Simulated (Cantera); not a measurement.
Mixture: CH4 : O2 : N2 : H2O = 1 : 2.7 : 13 : 2.1 (molar parts), equivalence ratio 0.74, at 2.40 bar, adiabatic and at constant pressure. Ignition delay is the time to a rise of 400 K.

Detailed kinetics in Cantera: GRI-Mech 3.0 (53 species, 325 reactions).

Q: At T0 = 1448 K, what is the delay, and which 7 reactions control it most (d ln τ / d ln k, from doubling and halving each rate constant)?

A: The delay is 1.44 ms.
| reaction | d ln τ / d ln k | faster rate |
|---|---|---|
| CH3 + O2 <=> CH3O + O | -0.47 | shortens it |
| 2 CH3 (+M) <=> C2H6 (+M) | 0.46 | lengthens it |
| H + O2 <=> O + OH | -0.38 | shortens it |
| CH4 + H <=> CH3 + H2 | 0.28 | lengthens it |
| CH3 + O2 <=> CH2O + OH | -0.25 | shortens it |
| CH3 + HO2 <=> CH3O + OH | -0.19 | shortens it |
| CH2O + O2 <=> HCO + HO2 | -0.16 | shortens it |
